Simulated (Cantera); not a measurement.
An adiabatic, constant-pressure homogeneous reactor starts with CH₄ : O₂ : N₂ = 1 : 1.54 : 5.78 (molar parts), equivalence ratio 1.3, at 1523 K and 0.260 bar.

Detailed kinetics in Cantera: GRI-Mech 3.0 (53 species, 325 reactions).

x: mole fraction; the columns are a selection and need not sum to one.

| t (s) | T (K) | x CH₄ | x O₂ | x CH₂O | x H₂O | x NO | x CH₃ |
|---|---|---|---|---|---|---|---|
| 3.00e-6 | 1523 | 0.120 | 0.185 | 3.92e-10 | 9.62e-9 | <1e-12 | … |
| 9.27e-6 | 1523 | 0.120 | 0.185 | 4.61e-9 | 7.23e-8 | <1e-12 | … |
| 2.86e-5 | 1523 | 0.120 | 0.185 | 5.05e-8 | 3.41e-7 | <1e-12 | … |
| 8.84e-5 | 1523 | 0.120 | 0.185 | 5.67e-7 | 1.92e-6 | <1e-12 | … |
| 0.000273 | 1523 | 0.120 | 0.185 | 7.61e-6 | 1.61e-5 | <1e-12 | … |
| 0.000844 | 1523 | 0.120 | 0.185 | 0.000124 | 0.000197 | <1e-12 | … |
| 0.00261 | 1580 | 0.105 | 0.174 | 0.00323 | 0.0118 | 7.13e-11 | … |
| 0.00805 | 2664 | <1e-12 | 0.00682 | 3.57e-10 | 0.154 | 0.00258 | <1e-12 |
| 0.0249 | 2662 | <1e-12 | 0.00635 | 3.66e-10 | 0.154 | 0.00464 | <1e-12 |
| 0.0769 | 2662 | <1e-12 | 0.00634 | 3.66e-10 | 0.154 | 0.00470 | <1e-12 |
| 0.237 | 2662 | <1e-12 | 0.00634 | 3.66e-10 | 0.154 | 0.00470 | <1e-12 |
| 0.734 | 2662 | <1e-12 | 0.00634 | 3.66e-10 | 0.154 | 0.00470 | <1e-12 |
| 2.27 | 2662 | <1e-12 | 0.00634 | 3.66e-10 | 0.154 | 0.00470 | <1e-12 |
| 7.00 | 2662 | <1e-12 | 0.00634 | 3.66e-10 | 0.154 | 0.00470 | <1e-12 |

Question: What belongs in the gaps?

Answer: 
- 3.00e-6, x CH₃: 1.85e-7
- 9.27e-6, x CH₃: 6.60e-7
- 2.86e-5, x CH₃: 2.22e-6
- 8.84e-5, x CH₃: 7.83e-6
- 0.000273, x CH₃: 3.33e-5
- 0.000844, x CH₃: 0.000182
- 0.00261, x CH₃: 0.00182
